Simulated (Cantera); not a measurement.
Charge: 1 mol SiO2, 0.003 mol Si, 5.1 mol N2, at 250000 Pa.

These are equilibrium values from Cantera (NASA tables, ideal gas, pure condensed phases), not measurements of a reactor. Candidate condensed phases: Si, SiO2, Si2N2O, Si3N4; 16 gas species. The tables hold silica as quartz up to 1696 K and as liquid above; real silica turns to tridymite and cristobalite and melts near 1996 K. The numbers say what is thermodynamically allowed, not how fast it happens. All values below are at 2275 K.

Base state: N2 0.999, SiO 0.00122, NO 4.14e-5 (mole fractions); condensed: SiO2(l).

Question: What changes in the equilibrium state with this change: Si from 0.003 to 0.027 mol?

Answer: 
```json
[
 {"species": "N2", "before": "0.999", "after": "0.990"},
 {"species": "SiO", "before": "0.00122", "after": "0.0105"},
 {"species": "NO", "before": "4.14e-5", "after": "4.81e-6"},
 {"species": "SiO2(l), mol", "before": "0.997", "after": "0.973"}
]
```
